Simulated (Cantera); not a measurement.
Input (Python, Cantera) and output of one run.

```python
import numpy as np
import cantera as ct

gas_names = """
    CL CL2 H HCL H2 Si SiCL SiCL2 SiCL3 SiCL4 SiH SiHCL3 SiH2 SiH2CL2 SiH3 SiH3CL SiH4 Si2 Si3
""".split()
cond_names = """
    Si(cr) Si(L)
""".split()


def load(file, names, dense=False):
    # The tables refer to 1 bar. Condensed volumes are neglected.
    table = {s.name: s for s in ct.Species.list_from_file(file)}
    out = []
    for n in names:
        d = dict(table[n].input_data)
        d["thermo"] = dict(d["thermo"], **{"reference-pressure": 1e5})
        if dense:
            d["equation-of-state"] = {"model": "constant-volume", "density": "1e6 g/cm^3"}
        out.append(ct.Species.from_dict(d))
    return out


gas = ct.Solution(thermo="ideal-gas", species=load("nasa_gas.yaml", gas_names))
cond = {s.name: ct.Solution(thermo="fixed-stoichiometry", species=[s], name=s.name)
        for s in load("nasa_condensed.yaml", cond_names, dense=True)}
atoms = {
    'SiCl4': {'Si': 1, 'CL': 4},
    'H2': {'H': 2},
}
top_T = {}  # K; cautious upper limits of use, not melting points


def equilibrate(T, P, feed):
    n = {}
    for name, mol in feed.items():
        for a, k in atoms[name].items():
            n[a] = n.get(a, 0.0) + k * mol
    gas.TPX = T, P, n
    mass = sum(n.values()) * gas.mean_molecular_weight
    gas.equilibrate("TP")
    valid = [c for c in cond.values() if c.min_temp <= T <= top_T.get(c.name, c.max_temp)]
    mix = ct.Mixture([(gas, mass / gas.mean_molecular_weight)] + [(c, 0.0) for c in valid])
    mix.T, mix.P = T, P
    mix.equilibrate("TP", solver="vcs", rtol=1e-11, max_steps=5000)
    return mix


results = []
T = 1300  # K
P = 133.322  # Pa
for m in [72, 190, 300, 410, 530, 640, 750, 870, 980]:
    feed = {'SiCl4': 1, 'H2': m}  # mol
    mix = equilibrate(T, P, feed)
    results.append((T, P, feed, dict(zip(mix.species_names, mix.species_moles))))

top = {s: max(r[3][s] / sum(r[3][g] for g in gas_names) for r in results) for s in gas_names}
cols = sorted((s for s in top if top[s] > 0.0001), key=lambda s: -top[s])[:5]
seen = [c for c in cond_names if any(r[3].get(c, 0) > 1e-12 for r in results)]
print("log10 of partial pressures in bar; condensed amounts in mol")
print(f"{'n(H2)':>10s}" + "".join(f"{s[:9]:>10s}" for s in cols + seen))
for T, P, feed, n in results:
    ng = sum(n[g] for g in gas_names)
    print(f"{feed['H2']:10.4g}" + "".join(f"{np.log10(max(n[s] / ng * P / 1e5, 1e-99)):10.3f}" for s in cols)
          + "".join(f"{n.get(c, 0):10.4g}" for c in seen))
```

It prints:

```
log10 of partial pressures in bar; condensed amounts in mol
     n(H2)        H2       HCL     SiCL2    Si(cr)
        72    -2.897    -4.239    -5.156    0.6039
       190    -2.884    -4.599    -5.889    0.8123
       300    -2.881    -4.781    -6.256    0.8736
       410    -2.879    -4.909    -6.513    0.9047
       530    -2.878    -5.016    -6.727    0.9248
       640    -2.878    -5.094    -6.885     0.937
       750    -2.877    -5.161    -7.019    0.9458
       870    -2.877    -5.224    -7.145    0.9529
       980    -2.877    -5.274    -7.246     0.958
```

Method: chemical equilibrium by Gibbs-energy minimisation in Cantera with the NASA 1993 tables (ideal gas, pure condensed phases). The tables' values for SiCl3 are old estimates; treat these amounts as uncertain.
